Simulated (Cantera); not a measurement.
# Equilibrium for calcination and drying: LiOH + H2 + O2

Input: 1 mol LiOH, 0.1 mol H2, 0.059 mol O2, at 15.0 Torr.

Method: chemical equilibrium by Gibbs-energy minimisation in Cantera with the NASA 1993 tables (ideal gas, pure condensed phases). Candidate condensed phases: H2O, Li, LiH, LiOH, Li2O; 17 gas species. Equilibrium is a limit: real reactors are often held back by kinetics, nucleation or transport.

```csv
T (K),log p LiOH,log p H2O,log p Li2O,log p Li,log p O2,n Li2O(s)
1748,-1.82,-2.35,-3.71,-4.20,-3.71,0.113
1773,-1.80,-2.45,-3.55,-4.02,-3.71,0.0688
1798,-1.78,-2.56,-3.39,-3.84,-3.70,0.0252
1823,-1.78,-2.62,-3.29,-3.70,-3.68,0
1848,-1.78,-2.62,-3.28,-3.61,-3.66,0
1873,-1.78,-2.61,-3.28,-3.52,-3.64,0
1898,-1.79,-2.61,-3.27,-3.44,-3.61,0
```
log p: log10 of the partial pressure in bar; n: condensed amount in mol.

From 1748 K to 1798 K the condensed part is Li2O(s). From 1823 K to 1898 K nothing is condensed. The main Li-bearing gas is LiOH throughout.
